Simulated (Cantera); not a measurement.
# Adiabatic ignition

An adiabatic, constant-volume homogeneous reactor starts with 8.72 % CH4, 1.13 % H2, 18.9 % O2, 71.2 % N2, at 1300 K and 3.00 bar.

Detailed kinetics in Cantera: GRI-Mech 3.0 (53 species, 325 reactions).

```csv
t (s),T (K),P (bar),x CH4,x H2,x O2,x CH3,x HCO,x HO2,x NO
6.00e-6,1300,3.00,0.0872,0.0113,0.189,1.13e-7,<1e-12,9.43e-8,<1e-12
1.94e-5,1300,3.00,0.0872,0.0113,0.189,4.29e-7,<1e-12,3.02e-7,<1e-12
6.29e-5,1300,3.00,0.0872,0.0113,0.189,2.31e-6,<1e-12,9.69e-7,<1e-12
0.000204,1300,3.00,0.0871,0.0113,0.189,2.90e-5,9.43e-11,3.52e-6,<1e-12
0.000660,1307,3.02,0.0861,0.0112,0.188,7.63e-5,5.36e-9,1.06e-5,<1e-12
0.00214,2923,6.95,<1e-12,0.0140,0.0208,<1e-12,1.09e-7,1.30e-5,0.0123
0.00693,2923,6.95,<1e-12,0.0140,0.0206,<1e-12,1.09e-7,1.29e-5,0.0127
0.0224,2923,6.95,<1e-12,0.0140,0.0206,<1e-12,1.09e-7,1.29e-5,0.0127
0.0727,2923,6.95,<1e-12,0.0140,0.0206,<1e-12,1.09e-7,1.29e-5,0.0127
0.235,2923,6.95,<1e-12,0.0140,0.0206,<1e-12,1.09e-7,1.29e-5,0.0127
0.763,2923,6.95,<1e-12,0.0140,0.0206,<1e-12,1.09e-7,1.29e-5,0.0127
2.47,2923,6.95,<1e-12,0.0140,0.0206,<1e-12,1.09e-7,1.29e-5,0.0127
8.00,2923,6.95,<1e-12,0.0140,0.0206,<1e-12,1.09e-7,1.29e-5,0.0127
```
x: mole fraction; the columns are a selection and need not sum to one.

```json
{
  "time_of_steepest_temperature_rise": "1.63 ms",
  "temperature at 8.00 s": "2923 K",
  "equilibrium_temperature": "2923 K",
  "x(CH4) at 8.00 s": "<1e-12 (gas-phase equilibrium <1e-12)",
  "x(H2) at 8.00 s": "0.0140 (gas-phase equilibrium 0.0140)",
  "x(O2) at 8.00 s": "0.0206 (gas-phase equilibrium 0.0206)"
}
```
